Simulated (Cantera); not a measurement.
Input (Python, Cantera):

```python
import numpy as np
import cantera as ct

gas = ct.Solution("gri30.yaml")
gas.TPX = 950, 500000, {'C3H8': 1, 'O2': 4.17, 'N2': 15.7}
reactor = ct.IdealGasReactor(gas, energy="on", clone=False)
net = ct.ReactorNet([reactor])
net.rtol, net.atol = 1e-08, 1e-16
show = ['C3H8', 'O2', 'C2H4', 'N2O', 'NO']
times = np.geomspace(2e-06, 1, 15)

steps = ct.SolutionArray(gas, extra=["t"])
rows = []
print(f"{'t/s':>10s}{'T/K':>9s}{'P/Pa':>11s}" + "".join(f"{s:>11s}" for s in show))
for t in times:
    while net.time < t:
        t_next = net.step()
        steps.append(gas.state, t=t_next)
    rows.append([np.interp(t, steps.t, y) for y in (steps.T, steps.P, *steps(*show).X.T)])
    print(f"{t:10.3e}{rows[-1][0]:9.1f}{rows[-1][1]:11.4g}" + "".join(f"{x:11.3e}" for x in rows[-1][2:]))
rate = np.gradient(steps.T, steps.t)
print("integrator steps:", len(steps.t))
if steps.T.max() > steps.T[0] + 200:
    print(f"time of steepest temperature rise: {steps.t[rate.argmax()]:.4e} s")
gas.TPX = 950, 500000, {'C3H8': 1, 'O2': 4.17, 'N2': 15.7}
gas.equilibrate("UV")
print(f"equilibrium (UV): T = {gas.T:.1f} K  " + "  ".join(f"{s} {gas[s].X[0]:.3e}" for s in show))
```

It prints:

```
       t/s      T/K       P/Pa       C3H8         O2       C2H4        N2O         NO
 2.000e-06    950.0      5e+05  4.792e-02  1.998e-01  7.048e-11  4.136e-20  4.969e-29
 5.106e-06    950.0      5e+05  4.792e-02  1.998e-01  2.614e-10  2.450e-19  2.837e-28
 1.304e-05    950.0      5e+05  4.792e-02  1.998e-01  8.021e-10  1.557e-18  1.580e-27
 3.328e-05    950.0      5e+05  4.792e-02  1.998e-01  2.313e-09  1.001e-17  9.561e-27
 8.498e-05    950.0      5e+05  4.792e-02  1.998e-01  7.012e-09  6.390e-17  6.194e-26
 2.170e-04    950.0      5e+05  4.792e-02  1.998e-01  2.481e-08  3.949e-16  4.279e-25
 5.539e-04    950.0      5e+05  4.792e-02  1.998e-01  1.125e-07  2.260e-15  3.287e-24
 1.414e-03    950.0      5e+05  4.791e-02  1.998e-01  6.576e-07  1.109e-14  3.083e-23
 3.611e-03    950.0      5e+05  4.791e-02  1.998e-01  3.939e-06  4.298e-14  2.982e-22
 9.218e-03    950.0      5e+05  4.790e-02  1.998e-01  1.662e-05  1.363e-13  1.629e-21
 2.354e-02    949.9      5e+05  4.786e-02  1.998e-01  5.493e-05  4.078e-13  6.270e-21
 6.009e-02    949.9      5e+05  4.774e-02  1.997e-01  1.696e-04  1.319e-12  2.357e-20
 1.534e-01    949.7  5.001e+05  4.731e-02  1.996e-01  5.771e-04  5.687e-12  1.287e-19
 3.917e-01    964.0  5.106e+05  4.154e-02  1.956e-01  5.954e-03  1.161e-10  5.770e-17
 1.000e+00   2937.7  1.707e+06  1.104e-35  3.589e-03  1.942e-19  1.163e-06  5.379e-03
integrator steps: 2970
time of steepest temperature rise: 4.0534e-01 s
equilibrium (UV): T = 2937.7 K  C3H8 1.573e-35  O2 3.589e-03  C2H4 2.077e-19  N2O 1.163e-06  NO 5.379e-03
```

Model: GRI-Mech 3.0 (53 species, 325 reactions), integrated in Cantera. GRI-Mech 3.0 was tuned for natural gas; its chemistry of propane as a main component is partial and can be far from experiment. Below about 1000 K GRI-Mech 3.0 lacks low-temperature oxidation paths.
